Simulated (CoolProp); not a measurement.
Properties of propane along the isobar 0.101 MPa (Tc = 369.9 K, pc = 4.251 MPa, ω = 0.152).

Model: reference Helmholtz-energy equation of state, Lemmon 2009, in CoolProp.

```csv
T (K),phase,density (kg/m³),speed of sound (m/s),conductivity (mW/(m K)),fugacity coefficient
320,gas,1.696,___,___,0.9873
349.7,gas,1.547,___,___,0.9904
379.3,gas,1.423,279.1,28.2,0.9926
408.9,gas,1.318,289.2,___,0.9942
438.6,gas,1.227,299.1,36.6,0.9954
468.2,gas,1.148,308.5,41.2,0.9963
497.9,gas,1.079,___,46.0,0.9970
527.5,gas,1.018,326.6,51.1,0.9976
557.2,gas,0.9632,___,56.5,0.9980
586.8,gas,0.9143,343.7,62.1,0.9984
616.5,gas,0.8700,352.0,___,0.9987
```

Question: Complete the blanks.

Answer: 
- 320, speed of sound (m/s): 257.3
- 320, conductivity (mW/(m K)): 20.8
- 349.7, speed of sound (m/s): 268.5
- 349.7, conductivity (mW/(m K)): 24.4
- 408.9, conductivity (mW/(m K)): 32.2
- 497.9, speed of sound (m/s): 317.7
- 557.2, speed of sound (m/s): 335.3
- 616.5, conductivity (mW/(m K)): 67.9

Thermal conductivity comes from a separate model (Marsh 2002).
